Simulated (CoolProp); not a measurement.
A Linde-Hampson liquefier for nitrogen: isothermal reversible compression at 230 K from 1 atm to 30 MPa, throttling to 1 atm, return gas leaving the recuperator 2 K below the feed. Each further row changes one setting.

Computed with CoolProp (reference Helmholtz-energy equation of state, Span 2000).

```
case                        liquid yield per pass  compression work (kJ/kg of gas)
--------------------------  ---------------------  -------------------------------
as stated                                   0.181                              380
high pressure 60 MPa                        0.166                              441
warm-end temperature 260 K                  0.130                              437
warm-end gap 7 K                            0.169                              380
```
